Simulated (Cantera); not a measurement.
Equilibrium for silicon oxide and oxynitride deposition: SiCl4 + NO + N2

A closed system holds: 1 mol SiCl4, 2.6 mol NO, 16 mol N2, at 6500 Pa.

Cantera equilibrium calculation (NASA polynomials, part measured and part estimated; ideal gas, pure solids and liquids). Candidate condensed phases: Si, SiO2, Si2N2O, Si3N4; 23 gas species. The tables hold silica as quartz up to 1696 K and as liquid above; real silica turns to tridymite and cristobalite and melts near 1996 K. Equilibrium is a limit: real reactors are often held back by kinetics, nucleation or transport.

| T (K) | x N2 | x Cl | x Cl2 | x O2 | x NO | x O | x ClO | x SiCl4 | n SiO2(α-quartz) | n SiO2(β-quartz) | n SiO2(condensed) |
|---|---|---|---|---|---|---|---|---|---|---|---|
| 548 | 0.883 | 2.38e-9 | 0.102 | 0.0153 | 1.03e-9 | <1e-12 | 4.04e-11 | <1e-12 | 1.00 | 0 | 0 |
| 648 | 0.883 | 1.52e-7 | 0.102 | 0.0153 | 2.28e-8 | <1e-12 | 1.25e-9 | <1e-12 | 1.00 | 0 | 0 |
| 748 | 0.883 | 3.22e-6 | 0.102 | 0.0153 | 2.20e-7 | <1e-12 | 1.55e-8 | <1e-12 | 1.00 | 0 | 0 |
| 848 | 0.883 | 3.36e-5 | 0.102 | 0.0153 | 1.25e-6 | <1e-12 | 1.07e-7 | <1e-12 | 0 | 1.00 | 0 |
| 948 | 0.883 | 0.000214 | 0.102 | 0.0153 | 4.89e-6 | 1.44e-11 | 4.88e-7 | 5.19e-12 | 0 | 1.00 | 0 |
| 1048 | 0.882 | 0.000963 | 0.102 | 0.0153 | 1.48e-5 | 3.07e-10 | 1.67e-6 | 1.01e-10 | 0 | 1.00 | 0 |
| 1148 | 0.881 | 0.00333 | 0.100 | 0.0153 | 3.68e-5 | 3.85e-9 | 4.58e-6 | 1.15e-9 | 0 | 1.00 | 0 |
| 1248 | 0.878 | 0.00935 | 0.0969 | 0.0152 | 7.90e-5 | 3.22e-8 | 1.06e-5 | 8.42e-9 | 0 | 1.00 | 0 |
| 1348 | 0.873 | 0.0220 | 0.0899 | 0.0151 | 0.000151 | 1.96e-7 | 2.10e-5 | 4.21e-8 | 0 | 1.000 | 0 |
| 1448 | 0.863 | 0.0444 | 0.0775 | 0.0148 | 0.000261 | 9.31e-7 | 3.63e-5 | 1.43e-7 | 0 | 1.000 | 0 |
| 1548 | 0.849 | 0.0766 | 0.0598 | 0.0145 | 0.000419 | 3.60e-6 | 5.45e-5 | 3.22e-7 | 0 | 1.000 | 0 |
| 1648 | 0.832 | 0.113 | 0.0397 | 0.0141 | 0.000629 | 1.18e-5 | 7.08e-5 | 4.58e-7 | 0 | 1.000 | 0 |
| 1748 | 0.818 | 0.144 | 0.0225 | 0.0137 | 0.000902 | 3.37e-5 | 8.05e-5 | 4.09e-7 | 0 | 0 | 1.000 |
| 1848 | 0.809 | 0.165 | 0.0113 | 0.0133 | 0.00124 | 8.58e-5 | 8.26e-5 | 2.55e-7 | 0 | 0 | 1.000 |
x: gas mole fraction; n: condensed amount in mol.

From 548 K to 748 K the condensed part is SiO2(α-quartz). From 848 K to 1648 K the condensed part is SiO2(β-quartz). From 1748 K to 1848 K the condensed part is SiO2(condensed).
